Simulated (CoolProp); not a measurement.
R1224YDZ at 293.15 K and 0.0165 MPa is compressed adiabatically to 0.0624 MPa with isentropic efficiency 0.7. Each further row changes one setting.

Values from CoolProp's reference Helmholtz-energy equation of state, Akasaka 2023.

| case | work (kJ/kg) | final temperature (K) | final density (kg/m³) |
|---|---|---|---|
| as stated | 32.4 | ___ | ___ |
| efficiency 1 | ___ | ___ | ___ |
| efficiency 0.65 | ___ | ___ | ___ |

Q: Complete the blanks.

A: 
- as stated, final temperature (K): 335.3
- as stated, final density (kg/m³): 3.38
- efficiency 1, work (kJ/kg): 22.7
- efficiency 1, final temperature (K): 323.5
- efficiency 1, final density (kg/m³): 3.51
- efficiency 0.65, work (kJ/kg): 34.9
- efficiency 0.65, final temperature (K): 338.3
- efficiency 0.65, final density (kg/m³): 3.34
